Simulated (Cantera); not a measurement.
Adiabatic ignition

An adiabatic, constant-pressure homogeneous reactor starts with 13.1 % CH4, 14.4 % CO, 15.2 % O2, 57.2 % N2, at 1625 K and 11.0 bar.

Cantera simulation using GRI-Mech 3.0 (53 species, 325 reactions); the numbers are that mechanism's predictions, not measurements.

```
t (s)     T (K)     x CH4   x CO     x O2    x C2H4     x N2O      x NO     x OH
--------  -----  --------  -----  -------  --------  --------  --------  -------
2.00e-6    1625     0.131  0.144    0.152   2.88e-8  5.63e-11    <1e-12  1.86e-7
5.11e-6    1625     0.131  0.144    0.152   6.89e-7  1.97e-10    <1e-12  3.38e-7
1.30e-5    1626     0.131  0.144    0.152   1.22e-5  7.55e-10  1.70e-12  7.04e-7
3.33e-5    1634     0.129  0.144    0.151  0.000125   3.65e-9  9.01e-12  1.49e-6
8.50e-5    1740     0.106  0.146    0.135   0.00306   4.45e-8  3.95e-10  1.81e-5
0.000217   2688  4.89e-10  0.213  2.01e-5    <1e-12   3.97e-8  0.000288  0.00149
0.000554   2688  4.86e-10  0.213  2.02e-5    <1e-12   3.81e-8  0.000265  0.00149
0.00141    2688  4.85e-10  0.213  2.02e-5    <1e-12   3.72e-8  0.000250  0.00149
0.00361    2688  4.85e-10  0.213  2.02e-5    <1e-12   3.71e-8  0.000248  0.00149
0.00922    2688  4.85e-10  0.213  2.02e-5    <1e-12   3.71e-8  0.000248  0.00149
0.0235     2688  4.85e-10  0.213  2.02e-5    <1e-12   3.71e-8  0.000248  0.00149
0.0601     2688  4.85e-10  0.213  2.02e-5    <1e-12   3.71e-8  0.000248  0.00149
0.153      2688  4.85e-10  0.213  2.02e-5    <1e-12   3.71e-8  0.000248  0.00149
0.392      2688  4.85e-10  0.213  2.02e-5    <1e-12   3.71e-8  0.000248  0.00149
1.00       2688  4.85e-10  0.213  2.02e-5    <1e-12   3.71e-8  0.000248  0.00149
```
x: mole fraction; the columns are a selection and need not sum to one.

* **time of steepest temperature rise**: 98.7 µs
* **temperature at 1.00 s**: 2688 K
* **equilibrium temperature**: 2688 K
* **x(CH4) at 1.00 s**: 4.85e-10 (gas-phase equilibrium 5.39e-10)
* **x(CO) at 1.00 s**: 0.213 (gas-phase equilibrium 0.213)
* **x(O2) at 1.00 s**: 2.02e-5 (gas-phase equilibrium 2.02e-5)
